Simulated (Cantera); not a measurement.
# Ignition delay

Mixture: 4.31 % CH₄, 0.819 % H₂, 22.0 % O₂, 72.8 % N₂, equivalence ratio 0.41, at 0.987 atm, adiabatic and at constant pressure. Ignition delay is the time to a rise of 400 K.

Model: GRI-Mech 3.0 (53 species, 325 reactions), integrated in Cantera.

| T0 (K) | delay (ms) |
|---|---|
| 1175 | 6.69 |
| 1250 | 3.12 |
| 1325 | 1.53 |
| 1400 | 0.810 |
| 1475 | 0.462 |
| 1550 | 0.281 |
| 1625 | 0.179 |
| 1700 | 0.119 |
| 1775 | 0.0817 |

| Item | Result |
|---|---|
| apparent activation energy between 1625 and 1775 K | 130 kJ/mol |
